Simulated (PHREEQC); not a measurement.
## Reverse-osmosis permeate: speciation

A made-up water analysis in mg/L, 15 °C, pH 5.69, pe -0.9:

| constituent | mg/L |
|---|---|
| Na | 5.31 |
| K | 1.87 |
| Ca | 2.51 |
| Mg | 0.0208 |
| Cl | 4.49 |
| S(6) as SO4 | 11.5 |
| Alkalinity as HCO3 | 2.1 |
| Br | 0.00714 |

Valence states are taken as typed.

Equilibrium calculation in PHREEQC: ion-association model, phreeqc.dat.

Precipitation was switched off in this run.

Question: Predict the charge-balance error.

Answer: charge-balance error 0.6 %.

Question: In which forms is C present?

Answer: CO2 84 %, HCO3- 16 % of the C.

Complexes and solids missing from the database can't appear.
